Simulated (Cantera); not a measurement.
Input: 1 mol SiHCl3, 28 mol NH3, held at 0.100 bar.

These are equilibrium values from Cantera (NASA tables, ideal gas, pure condensed phases), not measurements of a reactor. Candidate condensed phases: NH4Cl, Si, Si3N4; 28 gas species. The tables' values for SiCl, SiN, SiCl3 are old estimates; treat these amounts as uncertain. Gases not in the tables: Si2H6 and higher silanes. The numbers say what is thermodynamically allowed, not how fast it happens. All values below are at 2025 K.

Base state: H2 0.707, N2 0.241, HCl 0.0403, SiCl2 0.00535, H 0.00512, Si 0.000582, SiCl 0.000233, Cl 0.000217 (mole fractions); condensed: Si(l).

### Question
What changes in the equilibrium state with this change: NH3 from 28 to 0.82 mol?

### Answer
```tsv
species	before	after
H2	0.707	0.341
HCl	0.0403	0.266
SiCl2	0.00535	0.265
N2	0.241	0.113
SiCl4	6.05e-8	0.000271
SiCl3	1.71e-5	0.00804
SiHCl3	4.34e-7	0.000142
SiH2Cl2	6.08e-7	1.45e-5
Si(l), mol	0.624	0
```
The tables' values for SiCl3, SiCl are old estimates; treat these amounts as uncertain.

### Question
What changes in the equilibrium state with this change: SiHCl3 replaced by trisilylamine?

### Answer
| species | before | after |
|---|---|---|
| H2 | 0.707 | 0.757 |
| N2 | 0.241 | 0.237 |
| H | 0.00512 | 0.00530 |
| HCl | 0.0403 | 0 |
| SiCl2 | 0.00535 | 0 |
| Si | 0.000582 | 0.000582 |
| SiCl | 0.000233 | 0 |
| Cl | 0.000217 | 0 |
| SiCl3 | 1.71e-5 | 0 |
| SiH2 | 8.64e-5 | 9.25e-5 |
| SiH | 9.91e-5 | 0.000103 |
| Si(l), mol | 0.624 | 2.95 |
The feed counts by its element totals alone. The tables' values for SiN are old estimates; treat these amounts as uncertain.
